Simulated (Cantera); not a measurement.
Input (Python, Cantera):

```python
import numpy as np
import cantera as ct

gas = ct.Solution("gri30.yaml")
gas.TPX = 750, 500000, {'CH4': 1, 'CO': 0.3, 'O2': 1.65, 'N2': 6.22}
inlet = ct.Reservoir(gas, clone=True)
gas.equilibrate("HP")  # start burning
reactor = ct.IdealGasConstPressureReactor(gas, energy="on", clone=False)
exhaust = ct.Reservoir(gas, clone=True)
tau = [0.047, 0.024, 0.012, 0.0063, 0.0032, 0.0016, 0.00084, 0.00043, 0.00022, 0.00011, 5.7e-05, 2.9e-05][0]
for a, b in ((inlet, reactor), (reactor, exhaust)):
    ct.MassFlowController(a, b, mdot=lambda t: reactor.mass / tau)
net = ct.ReactorNet([reactor])
show = ['CH4', 'CO', 'O2', 'NO', 'C2H4', 'HO2']

rows = []
print(f"{'tau/s':>10s}{'T/K':>9s}" + "".join(f"{s:>11s}" for s in show))
for tau in [0.047, 0.024, 0.012, 0.0063, 0.0032, 0.0016, 0.00084, 0.00043, 0.00022, 0.00011, 5.7e-05, 2.9e-05]:
    net.initial_time = 0.0
    net.advance(30 * tau)
    before = gas.X
    net.advance(40 * tau)
    drift = np.max(np.abs(gas.X - before) / (gas.X + 1e-9))
    rows.append([gas.T, *gas[show].X, drift])
    print(f"{tau:10.3e}{gas.T:9.1f}" + "".join(f"{x:11.3e}" for x in gas[show].X))
```

It prints:

```
     tau/s      T/K        CH4         CO         O2         NO       C2H4        HO2
 4.700e-02   2404.6  6.676e-06  7.219e-02  1.170e-04  3.913e-04  7.458e-10  8.027e-08
 2.400e-02   2402.7  1.158e-05  7.221e-02  1.495e-04  4.190e-04  2.329e-09  9.903e-08
 1.200e-02   2399.6  1.929e-05  7.226e-02  2.077e-04  4.530e-04  6.803e-09  1.345e-07
 6.300e-03   2395.3  2.942e-05  7.232e-02  2.971e-04  4.853e-04  1.666e-08  1.930e-07
 3.200e-03   2388.9  4.393e-05  7.243e-02  4.474e-04  5.151e-04  3.876e-08  2.999e-07
 1.600e-03   2379.7  6.456e-05  7.262e-02  6.921e-04  5.362e-04  8.498e-08  4.901e-07
 8.400e-04   2368.2  9.225e-05  7.289e-02  1.044e-03  5.432e-04  1.691e-07  7.849e-07
 4.300e-04   2352.5  1.363e-04  7.333e-02  1.600e-03  5.332e-04  3.437e-07  1.280e-06
 2.200e-04   2332.1  2.093e-04  7.403e-02  2.452e-03  5.015e-04  7.224e-07  2.080e-06
 1.100e-04   2305.1  3.461e-04  7.521e-02  3.843e-03  4.425e-04  1.695e-06  3.459e-06
 5.700e-05   2271.3  6.066e-04  7.710e-02  6.054e-03  3.592e-04  4.425e-06  5.828e-06
 2.900e-05   2218.3  1.284e-03  8.078e-02  1.062e-02  2.361e-04  1.652e-05  1.151e-05
```

Computed with Cantera and GRI-Mech 3.0 (53 species, 325 reactions).
